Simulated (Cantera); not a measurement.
Feed: 1 mol HF, 3.6 mol O₂, held at 0.00133 bar.

Equilibrium computed with Cantera from the NASA thermochemical tables; the gas is ideal and each condensed phase is pure. Candidate condensed phases: H₂O; 22 gas species. Equilibrium is a limit: real reactors are often held back by kinetics, nucleation or transport.

x: gas mole fraction; nothing condenses.

```json
[
 {"T (K)": "2125", "x O₂": "0.745", "x O": "0.0390", "x HF": "0.209", "x F": "0.00370", "x H": "0.000370", "x OH": "0.00206"},
 {"T (K)": "2175", "x O₂": "0.731", "x O": "0.0539", "x HF": "0.206", "x F": "0.00471", "x H": "0.000620", "x OH": "0.00267"},
 {"T (K)": "2225", "x O₂": "0.713", "x O": "0.0732", "x HF": "0.203", "x F": "0.00593", "x H": "0.00101", "x OH": "0.00337"},
 {"T (K)": "2275", "x O₂": "0.690", "x O": "[?]", "x HF": "0.198", "x F": "[?]", "x H": "[?]", "x OH": "[?]"},
 {"T (K)": "2325", "x O₂": "0.662", "x O": "0.128", "x HF": "0.193", "x F": "0.00923", "x H": "0.00243", "x OH": "0.00504"},
 {"T (K)": "2375", "x O₂": "0.627", "x O": "[?]", "x HF": "0.187", "x F": "[?]", "x H": "[?]", "x OH": "[?]"},
 {"T (K)": "2425", "x O₂": "0.587", "x O": "0.208", "x HF": "0.179", "x F": "0.0139", "x H": "0.00527", "x OH": "0.00684"},
 {"T (K)": "2475", "x O₂": "0.540", "x O": "0.257", "x HF": "0.170", "x F": "0.0169", "x H": "0.00746", "x OH": "0.00766"},
 {"T (K)": "2525", "x O₂": "0.487", "x O": "0.313", "x HF": "0.160", "x F": "0.0204", "x H": "0.0103", "x OH": "0.00835"}
]
```

Complete the blanks.


- 2275, x O: 0.0975
- 2275, x F: 0.00743
- 2275, x H: 0.00159
- 2275, x OH: 0.00417
- 2375, x O: 0.164
- 2375, x F: 0.0114
- 2375, x H: 0.00363
- 2375, x OH: 0.00595
